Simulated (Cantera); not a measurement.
A closed system holds: 1 mol Ti, 0.022 mol CO₂, 19 mol H₂, held at 23.3 Torr.

Equilibrium computed with Cantera from the NASA thermochemical tables; the gas is ideal and each condensed phase is pure. Candidate condensed phases: C, C₆H₆, C₇H₈, C₈H₁₈, H₂O, Ti, TiC, TiO, TiO₂, Ti₂O₃, Ti₃O₅, Ti₄O₇; 113 gas species. Mutual solubility and eutectic melting of coexisting phases are not modelled. TiC, TiO: taken at fixed stoichiometry. Condensed phases not in the tables: solid solutions among these carbides, nitrides and lower oxides, N, O or C dissolved in the metal. Kinetics and transport are ignored.

x: gas mole fraction; n: condensed amount in mol.

```json
[
 {"T (K)": "1800", "x H₂": "0.998", "x H": "0.00203", "x Ti": "1.58e-5", "x CO": "5.57e-7", "x TiO": "5.55e-7", "n Ti(β)": "0.934", "n TiC(s)": "0.0220", "n TiO(s)": "0.0440", "n Ti(l)": "0"},
 {"T (K)": "1825", "x H₂": "0.997", "x H": "0.00250", "x Ti": "2.40e-5", "x CO": "9.63e-7", "x TiO": "9.26e-7", "n Ti(β)": "0.934", "n TiC(s)": "0.0220", "n TiO(s)": "0.0440", "n Ti(l)": "0"},
 {"T (K)": "1850", "x H₂": "0.997", "x H": "[?]", "x Ti": "[?]", "x CO": "[?]", "x TiO": "[?]", "n Ti(β)": "0.933", "n TiC(s)": "0.0220", "n TiO(s)": "0.0439", "n Ti(l)": "0"},
 {"T (K)": "1875", "x H₂": "0.996", "x H": "0.00372", "x Ti": "5.33e-5", "x CO": "2.75e-6", "x TiO": "2.47e-6", "n Ti(β)": "0.933", "n TiC(s)": "0.0219", "n TiO(s)": "0.0439", "n Ti(l)": "0"},
 {"T (K)": "1900", "x H₂": "0.995", "x H": "0.00450", "x Ti": "7.82e-5", "x CO": "4.55e-6", "x TiO": "3.95e-6", "n Ti(β)": "0.933", "n TiC(s)": "0.0219", "n TiO(s)": "0.0438", "n Ti(l)": "0"},
 {"T (K)": "1925", "x H₂": "0.994", "x H": "0.00541", "x Ti": "0.000114", "x CO": "7.44e-6", "x TiO": "6.23e-6", "n Ti(β)": "0.932", "n TiC(s)": "0.0219", "n TiO(s)": "0.0437", "n Ti(l)": "0"},
 {"T (K)": "1950", "x H₂": "0.993", "x H": "0.00649", "x Ti": "0.000163", "x CO": "1.21e-5", "x TiO": "9.72e-6", "n Ti(β)": "0", "n TiC(s)": "0.0218", "n TiO(s)": "0.0436", "n Ti(l)": "0.931"},
 {"T (K)": "1975", "x H₂": "0.992", "x H": "[?]", "x Ti": "[?]", "x CO": "[?]", "x TiO": "[?]", "n Ti(β)": "0", "n TiC(s)": "0.0216", "n TiO(s)": "0.0433", "n Ti(l)": "0.930"},
 {"T (K)": "2000", "x H₂": "0.990", "x H": "0.00919", "x Ti": "0.000320", "x CO": "3.16e-5", "x TiO": "2.28e-5", "n Ti(β)": "0", "n TiC(s)": "0.0214", "n TiO(s)": "0.0429", "n Ti(l)": "0.929"}
]
```

Task: Fill in the missing entries.

Result: 
- 1975, x H: 0.00774
- 1975, x Ti: 0.000230
- 1975, x CO: 1.96e-5
- 1975, x TiO: 1.50e-5
- 1850, x H: 0.00305
- 1850, x Ti: 3.59e-5
- 1850, x CO: 1.64e-6
- 1850, x TiO: 1.52e-6
